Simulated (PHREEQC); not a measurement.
Make-up at 85 °C: 0.0017 mol/kgw CaSO4, 0.0039 mol/kgw Na2HPO4 and 0.075 mol/kgw NaCl. Closed to the air; pH follows from the charge balance.

All values are PHREEQC results (ion-association model, phreeqc.dat), not measurements.

Precipitation was switched off in this run.

**Question.** Order these Ca species by the share of Ca that they hold, largest first: Ca+2, CaSO4, CaHPO4, CaPO4-, CaH2PO4+.

**Answer.** Ca+2 (57 %), CaHPO4 (27 %), CaPO4- (13 %), CaSO4 (2.5 %), CaH2PO4+ (0.34 %)

The pH is 7.79 and the ionic strength 0.0895 mol/kgw. Saturation is exceeded, for instance for Hydroxyapatite; the values hold only as long as no solid forms. Away from 25 °C the constants follow the database's enthalpies or fits; those with neither stay at their 25 °C values.
